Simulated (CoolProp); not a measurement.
The numbers come from the reference Helmholtz-energy equation of state, Jacobsen 1992 in CoolProp.

For R11, give the phase and the density (kg/m³), speed of sound (m/s), expansivity (1/kK), conductivity (mW/(m K)) at 17.55 °C and 5.62 MPa; 184.35 °C and 5.62 MPa.


- 17.55 °C and 5.62 MPa: liquid; density 1510, speed of sound 792, expansivity 1.48, conductivity 91.0
- 184.35 °C and 5.62 MPa: liquid; density 980, speed of sound 254, expansivity 6.27, conductivity 46.8

Thermal conductivity comes from a separate model (McLinden 2000), an estimate that may be off by 10 % or more.
